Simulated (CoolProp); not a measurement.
Saturated liquid density (kg/m³) of n-octane: the reference equation beside estimates from Tc = 568.7 K, pc = 2.484 MPa, ω = 0.398. Rackett uses Z = 0.29056 − 0.08775 ω.

Computed with CoolProp (reference Helmholtz-energy equation of state, Beckmüller 2019).

| T (K) | reference | Rackett | Redlich-Kwong | Soave-Redlich-Kwong | Peng-Robinson |
|---|---|---|---|---|---|
| 400.2 | 609.9 | 615.0 | 494.5 | 526.8 | 596.1 |
| 413.1 | 597.3 | 601.8 | 482.1 | 515.1 | 583.2 |
| 426 | 584.3 | 588.1 | 469.0 | 502.5 | 569.4 |
| 438.9 | 570.6 | 573.9 | 455.3 | 488.9 | 554.4 |
| 451.8 | 556.4 | 558.9 | 440.7 | 474.4 | 538.2 |
| 464.7 | 541.2 | 543.2 | 425.2 | 458.6 | 520.4 |
| 477.6 | 525.1 | 526.6 | 408.6 | 441.4 | 501.0 |
| 490.5 | 507.8 | 508.7 | 390.8 | 422.5 | 479.5 |
| 503.4 | 488.8 | 489.3 | 371.4 | 401.6 | 455.5 |
| 516.3 | 467.6 | 467.9 | 350.1 | 378.1 | 428.4 |
| 529.2 | 443.1 | 443.5 | 326.2 | 351.2 | 397.0 |
| 542.1 | 413.6 | 414.4 | 298.3 | 319.3 | 359.4 |
| 555 | 373.8 | 375.7 | 263.1 | 278.3 | 310.9 |

Absolute difference from the reference over all 13 rows, mean and median: Rackett 0.4 and 0.4 %, Redlich-Kwong 23.0 and 22.2 %, Soave-Redlich-Kwong 17.3 and 15.9 %, Peng-Robinson 6.4 and 4.6 %.
